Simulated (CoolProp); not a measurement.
Vapour-liquid equilibrium of methane (1) + ethane (2) at 1.18 bar; x and y are mole fractions of (1).

The numbers come from the multi-fluid Helmholtz-energy mixture model, Setzmann 1991 and Bücker 2006; pair parameters Kunz 2012 in CoolProp.

```tsv
x	bubble temperature (K)	y at the bubble point	dew temperature at overall composition x (K)	liquid density (mol/L)
0.05	161.1	0.806	186.5	19.23
0.15	139.1	0.973	184.4	20.57
0.25	(withheld)	0.990	182.1	(withheld)
0.35	125.6	0.995	(withheld)	22.14
0.45	122.4	0.997	(withheld)	(withheld)
0.55	120.1	0.998	173.4	23.45
0.65	118.3	0.999	169.5	24.08
0.75	(withheld)	0.999	164.6	24.69
0.85	115.5	1.000	157.7	25.30
0.95	114.2	1.000	145.1	25.88
```

### Question
Complete the blanks.

### Answer

- 0.25, bubble temperature (K): 130.4
- 0.25, liquid density (mol/L): 21.42
- 0.35, dew temperature at overall composition x (K): 179.5
- 0.45, dew temperature at overall composition x (K): 176.7
- 0.45, liquid density (mol/L): 22.81
- 0.75, bubble temperature (K): 116.8

No azeotrope shows between x = 0.05 and 0.95.

Pair parameters are fitted to limited data, so mixtures are less certain than the pure fluids.
